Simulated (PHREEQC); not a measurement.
Consider water at 80 °C with 2.1 mol MgSO4 per kg of water. It is in equilibrium with CO2 at log p = -3.5 (atm). Otherwise closed; pH follows from the charge balance.

Model: Pitzer model, pitzer.dat, run in PHREEQC.

No solid was allowed to form.

Q: Order these C species by the share of C that they hold, largest first: CO3-2, HCO3-, CO2, MgCO3.

A: HCO3- (71 %), CO2 (28 %), CO3-2 (0.65 %), MgCO3 (0.19 %)

The pH is 5.66 and the ionic strength 8.40 mol/kgw. Species that the database lacks are ignored. In brines, pH and single-ion activities rest on the MacInnes convention. Constants without temperature data keep their 25 °C values here.
